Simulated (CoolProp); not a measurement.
Values from CoolProp's reference Helmholtz-energy equation of state, Akasaka 2023.

Question: For R1224YDZ, give the phase and the density (kg/m³), cv (kJ/(kg K)), expansivity (1/kK) at 205.7 K and 10.9 MPa.

Answer: 
- 205.7 K and 10.9 MPa: liquid; density 1610, cv 0.710, expansivity 1.41
